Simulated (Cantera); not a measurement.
A closed system holds: 1 mol Si₃N₄, 1.3 mol HCl, equilibrated at 1225 K and 51.0 mbar.

These are equilibrium values from Cantera (NASA tables, ideal gas, pure condensed phases), not measurements of a reactor. The tables' values for SiCl₃ are old estimates; treat these amounts as uncertain. Rates play no part.

```csv
species,before,after
HCl,0.464,0.466
H₂,0.290,0.288
SiCl₄,0.140,0.137
N₂,0.0986,0.0984
SiCl₂,0.000954,0.00157
SiCl₃,0.00411,0.00547
SiHCl₃,0.00273,0.00299
"Si₃N₄(s), mol",0.939,0.939
```
Gas species are given as mole fractions.

### Question
Name the change that produced these shifts.
A) temperature from 1225 K to 1248 K
B) temperature from 1225 K to 1123 K
C) temperature from 1225 K to 1323 K
D) temperature from 1225 K to 1948 K

### Answer
A, temperature from 1225 K to 1248 K
